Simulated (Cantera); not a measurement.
Hydrocarbon pyrolysis for carbon deposition

A perfectly stirred reactor is fed with C₂H₆ : H₂ = 1 : 83 (molar parts), at 100.0 Torr; it is held at 1950 K, and followed from long to short residence time.

Model: GRI-Mech 3.0 (53 species, 325 reactions), integrated in Cantera. GRI-Mech 3.0 stops at C3 and has no aromatics, soot or wall deposition, so with more carbon than oxygen in the feed, carbon stays in small species such as C2H2 where larger ones or solid carbon would form.

```json
[
 {"τ (s)": "23", "x C₂H₆": "6.62e-9", "x H₂": "0.985", "x H": "0.00314", "x CH₄": "0.000469", "x C₂H₄": "1.33e-5", "x CH₃": "2.96e-5", "x CH₂": "1.18e-7"},
 {"τ (s)": "9.3", "x C₂H₆": "1.47e-8", "x H₂": "0.985", "x H": "0.00314", "x CH₄": "0.000647", "x C₂H₄": "1.33e-5", "x CH₃": "4.08e-5", "x CH₂": "1.62e-7"},
 {"τ (s)": "3.8", "x C₂H₆": "3.43e-8", "x H₂": "0.985", "x H": "0.00314", "x CH₄": "0.000942", "x C₂H₄": "1.32e-5", "x CH₃": "5.95e-5", "x CH₂": "2.36e-7"},
 {"τ (s)": "1.6", "x C₂H₆": "7.94e-8", "x H₂": "0.984", "x H": "0.00314", "x CH₄": "0.00139", "x C₂H₄": "1.33e-5", "x CH₃": "8.80e-5", "x CH₂": "3.47e-7"},
 {"τ (s)": "0.64", "x C₂H₆": "1.95e-7", "x H₂": "0.984", "x H": "0.00314", "x CH₄": "0.00212", "x C₂H₄": "1.36e-5", "x CH₃": "0.000134", "x CH₂": "5.24e-7"},
 {"τ (s)": "0.26", "x C₂H₆": "4.70e-7", "x H₂": "0.984", "x H": "0.00314", "x CH₄": "0.00317", "x C₂H₄": "1.46e-5", "x CH₃": "0.000201", "x CH₂": "7.78e-7"},
 {"τ (s)": "0.11", "x C₂H₆": "1.08e-6", "x H₂": "0.983", "x H": "0.00316", "x CH₄": "0.00456", "x C₂H₄": "1.73e-5", "x CH₃": "0.000291", "x CH₂": "1.12e-6"},
 {"τ (s)": "0.045", "x C₂H₆": "2.55e-6", "x H₂": "0.982", "x H": "0.00320", "x CH₄": "0.00642", "x C₂H₄": "2.36e-5", "x CH₃": "0.000414", "x CH₂": "1.58e-6"},
 {"τ (s)": "0.018", "x C₂H₆": "6.05e-6", "x H₂": "0.980", "x H": "0.00329", "x CH₄": "0.00858", "x C₂H₄": "3.75e-5", "x CH₃": "0.000572", "x CH₂": "2.19e-6"},
 {"τ (s)": "0.0075", "x C₂H₆": "1.36e-5", "x H₂": "0.979", "x H": "0.00345", "x CH₄": "0.0106", "x C₂H₄": "6.35e-5", "x CH₃": "0.000744", "x CH₂": "2.92e-6"}
]
```
x: mole fraction; the columns are a selection and need not sum to one.
